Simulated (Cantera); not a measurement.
## Chlorosilane synthesis and conversion: SiCl4 + H2 + NH3

A closed system holds: 1 mol SiCl4, 8.9 mol H2, 0.0027 mol NH3, equilibrated at 0.110 bar.

Method: chemical equilibrium by Gibbs-energy minimisation in Cantera with the NASA 1993 tables (ideal gas, pure condensed phases). Candidate condensed phases: NH4Cl, Si, Si3N4; 28 gas species. Mutual solubility and eutectic melting of coexisting phases are not modelled. The tables' values for SiCl3 are old estimates; treat these amounts as uncertain. Rates play no part.

From 675 K to 1050 K the condensed part is Si3N4(s). From 1125 K to 1275 K the condensed part is Si(s) + Si3N4(s). At 1350 K the condensed part is Si3N4(s). From 1425 K to 1575 K nothing is condensed. The main Si-bearing gas is SiCl4 at 675 K and SiCl2 at 1575 K.

```
T (K)   x H2    x HCl  x SiCl4   x SiCl2  x SiHCl3   x SiCl3  x SiH2Cl2  n Si3N4(s)  n Si(s)
-----  -----  -------  -------  --------  --------  --------  ---------  ----------  -------
675    0.895  0.00383   0.0977  5.14e-10   0.00300   3.32e-7    5.70e-6    0.000675        0
750    0.893  0.00665   0.0949   3.67e-8   0.00577   4.35e-6    2.58e-5    0.000675        0
825    0.889   0.0105   0.0911   1.14e-6   0.00951   3.44e-5    8.37e-5    0.000675        0
900    0.884   0.0155   0.0863   1.93e-5    0.0140  0.000187   0.000215    0.000675        0
975    0.878   0.0216   0.0806  0.000199    0.0187  0.000753   0.000455    0.000675        0
1050   0.870   0.0297   0.0737   0.00132    0.0224   0.00232   0.000775    0.000675        0
1125   0.857   0.0448   0.0657   0.00496    0.0218   0.00515   0.000890    0.000675   0.0132
1200   0.837   0.0675   0.0547    0.0129    0.0184   0.00895   0.000814    0.000674   0.0302
1275   0.812   0.0927   0.0398    0.0274    0.0141    0.0130   0.000690    0.000663   0.0222
1350   0.786    0.119   0.0243    0.0463   0.00923    0.0150   0.000511    0.000580        0
1425   0.762    0.144   0.0125    0.0620   0.00518    0.0140   0.000328           0        0
1500   0.746    0.161  0.00552    0.0733   0.00265    0.0113   0.000202           0        0
1575   0.737    0.171  0.00227    0.0804   0.00131   0.00834   0.000124           0        0
```
x: gas mole fraction; n: condensed amount in mol.
